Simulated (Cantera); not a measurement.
An adiabatic, constant-pressure homogeneous reactor starts with CH₄ : H₂ : O₂ : N₂ : CO₂ = 1 : 0.38 : 2.35 : 8.85 : 1.6 (molar parts), equivalence ratio 0.93, at 1425 K and 1.00 atm. Integrator tolerance rtol = 1e-08.

Cantera simulation using GRI-Mech 3.0 (53 species, 325 reactions); the numbers are that mechanism's predictions, not measurements.

What does this change do: pressure from 1.00 atm to 9.87 atm?


| quantity | before | after |
|---|---|---|
| time of steepest temperature rise | 0.633 ms | 0.102 ms |
| temperature at 0.400 s | 2531 K | 2649 K |
| equilibrium temperature | 2531 K | 2649 K |
| x(CH₄) at 0.400 s | <1e-12 (gas-phase equilibrium <1e-12) | <1e-12 (gas-phase equilibrium <1e-12) |
| x(H₂) at 0.400 s | 0.00650 (gas-phase equilibrium 0.00650) | 0.00416 (gas-phase equilibrium 0.00416) |
| x(O₂) at 0.400 s | 0.0260 (gas-phase equilibrium 0.0260) | 0.0201 (gas-phase equilibrium 0.0201) |
| x(C₂H) at 0.400 s | <1e-12 (gas-phase equilibrium <1e-12) | <1e-12 (gas-phase equilibrium <1e-12) |
| x(CH₂O) at 0.400 s | 1.01e-10 (gas-phase equilibrium 1.01e-10) | 4.50e-10 (gas-phase equilibrium 4.50e-10) |
| x(NO₂) at 0.400 s | 2.30e-6 (gas-phase equilibrium 2.30e-6) | 6.06e-6 (gas-phase equilibrium 6.06e-6) |
| x(NO) at 0.400 s | 0.00755 (gas-phase equilibrium 0.00755) | 0.00808 (gas-phase equilibrium 0.00808) |

What does this change do: O2 2.35 to 0.91 parts?


| quantity | before | after |
|---|---|---|
| time of steepest temperature rise | 0.633 ms | 2.95 ms |
| temperature at 0.400 s | 2531 K | 1817 K |
| equilibrium temperature | 2531 K | 1817 K |
| x(CH₄) at 0.400 s | <1e-12 (gas-phase equilibrium <1e-12) | 9.99e-6 (gas-phase equilibrium 4.44e-11) |
| x(H₂) at 0.400 s | 0.00650 (gas-phase equilibrium 0.00650) | 0.0591 (gas-phase equilibrium 0.0591) |
| x(O₂) at 0.400 s | 0.0260 (gas-phase equilibrium 0.0260) | 1.33e-8 (gas-phase equilibrium 1.44e-8) |
| x(C₂H) at 0.400 s | <1e-12 (gas-phase equilibrium <1e-12) | 5.37e-11 (gas-phase equilibrium <1e-12) |
| x(CH₂O) at 0.400 s | 1.01e-10 (gas-phase equilibrium 1.01e-10) | 1.16e-8 (gas-phase equilibrium 3.12e-9) |
| x(NO₂) at 0.400 s | 2.30e-6 (gas-phase equilibrium 2.30e-6) | 5.82e-12 (gas-phase equilibrium <1e-12) |
| x(NO) at 0.400 s | 0.00755 (gas-phase equilibrium 0.00755) | 9.17e-6 (gas-phase equilibrium 1.04e-6) |
